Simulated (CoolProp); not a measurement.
Values from CoolProp's reference Helmholtz-energy equation of state, Aleksandrov 2011. It is a short technical equation, of lower accuracy than the large ones.

### Question
Give the vapour pressure (bar), liquid density (kg/m³), vapour density (kg/m³), enthalpy of vaporisation (kJ/kg) of saturated n-undecane at 145.65 °C.

### Answer
| T (°C) | p (bar) | liquid density (kg/m³) | vapour density (kg/m³) | enthalpy of vaporisation (kJ/kg) |
|---|---|---|---|---|
| 145.65 | 0.246 | 643 | 1.14 | 295 |
